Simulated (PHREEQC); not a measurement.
Solution (25 °C): 54 mmol/kgw ZnSO4, 0.56 mmol/kgw H3BO3 and 26 mmol/kgw FeSO4. Closed to the air; pH follows from the charge balance.

Model: ion-association model, phreeqc.dat, run in PHREEQC.

Each row changes one thing in this solution. No solid was allowed to form.

| case | pH | ionic strength (mol/kgw) | SO4-2 (mol/kgw) | Zn+2 (mol/kgw) | ZnSO4 (mol/kgw) | Zn(SO4)2-2 (mol/kgw) | SI of Zn(OH)2(e) (Zn(OH)2) |
|---|---|---|---|---|---|---|---|
| as made | 5.63 | 0.169 | 0.0360 | 0.0266 | 0.0212 | 0.00622 | -2.31 |
| 0.009 mol/kgw HF added | 2.87 | 0.171 | 0.0352 | 0.0269 | 0.0208 | 0.00596 | -7.84 |
| diluted 10-fold with water | 5.83 | 0.0228 | 0.00564 | 0.00375 | 0.00158 | 7.36e-5 | -2.50 |
| diluted 100-fold with water | 6.16 | 0.00291 | 0.000728 | 0.000487 | 5.21e-5 | 3.09e-7 | -2.60 |
| FeSO4 left out | 5.59 | 0.116 | 0.0247 | 0.0290 | 0.0208 | 0.00426 | -2.30 |
| diluted 2-fold with water | 5.69 | 0.0916 | 0.0210 | 0.0146 | 0.0105 | 0.00184 | -2.38 |

Real BF4- forms and hydrolyses slowly; the run takes it at equilibrium. Fluoro complexes past AlF4- and FeF3 are missing from the database.
